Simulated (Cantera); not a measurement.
Input: 1 mol Pb, 0.038 mol CO, 4.5 mol H₂, at 49.5 Torr.

Method: chemical equilibrium by Gibbs-energy minimisation in Cantera with the NASA 1993 tables (ideal gas, pure condensed phases). Candidate condensed phases: C, C₆H₆, C₇H₈, C₈H₁₈, H₂O, Pb, PbO, PbO₂, Pb₃O₄; 113 gas species. The numbers say what is thermodynamically allowed, not how fast it happens.

Problem. What share of the Pb ends up in condensed phases as a function of T (°C), at 427, 577, 727, 877, 1027, 1177, 1327?

Solution. 
```tsv
T (°C)	Pb condensed (%)	as
427	100.0	Pb(l)
577	100.0	Pb(l)
727	99.9	Pb(l)
877	98.0	Pb(l)
1027	81.2	Pb(l)
1177	0.0	-
1327	0.0	-
```
